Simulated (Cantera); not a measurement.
Charge: 1 mol SiCl4, a varied amount of C2H4, 20 mol H2, equilibrated at 652 °C and 0.260 bar.

Cantera equilibrium calculation (NASA polynomials, part measured and part estimated; ideal gas, pure solids and liquids). Candidate condensed phases: C, C6H6, C7H8, C8H18, Si, SiC; 109 gas species. Rates play no part.

### Question
What share of the Si ends up in condensed phases as a function of n(C2H4) (mol), at 0.033, 0.045, 0.06, 0.081, 0.11, 0.15, 0.2, 0.27, 0.36, 0.48, 0.65, 0.87, 1.2?

### Answer
| n(C2H4) (mol) | Si condensed (%) | as |
|---|---|---|
| 0.033 | 5.4 | SiC(s) |
| 0.045 | 7.1 | SiC(s) |
| 0.06 | 8.8 | SiC(s) |
| 0.081 | 10.9 | SiC(s) |
| 0.11 | 13.1 | SiC(s) |
| 0.15 | 15.4 | SiC(s) |
| 0.2 | 17.6 | SiC(s) |
| 0.27 | 19.8 | SiC(s) |
| 0.36 | 22.1 | SiC(s) |
| 0.48 | 24.3 | SiC(s) |
| 0.65 | 26.3 | SiC(s) |
| 0.87 | 26.7 | SiC(s) |
| 1.2 | 27.3 | SiC(s) |
